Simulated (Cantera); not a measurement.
## Equilibrium for iron carbonyl, mercury and lead vapours: Hg + H2 + N2

A closed system holds: 1 mol Hg, 2.2 mol H2, 0.18 mol N2, at 648.15 K.

Cantera equilibrium calculation (NASA polynomials, part measured and part estimated; ideal gas, pure solids and liquids). Candidate condensed phases: Hg; 10 gas species. Kinetics and transport are ignored.

From 0.000100 bar to 1.00 bar nothing is condensed. At 10.0 bar the condensed part is Hg(l). The main Hg-bearing gas is Hg throughout.

```
P (Pa)   log p H2  log p Hg  log p N2  log p NH3  n Hg(l)
-------  --------  --------  --------  ---------  -------
10          -4.19     -4.53     -5.27     -10.63        0
100         -3.19     -3.53     -4.27      -8.63        0
1000        -2.19     -2.53     -3.27      -6.63        0
10000       -1.19     -1.53     -2.27      -4.63        0
100000      -0.19     -0.53     -1.28      -2.64        0
1000000      0.89      0.14     -0.28      -0.52    0.633
```
log p: log10 of the partial pressure in bar; n: condensed amount in mol.
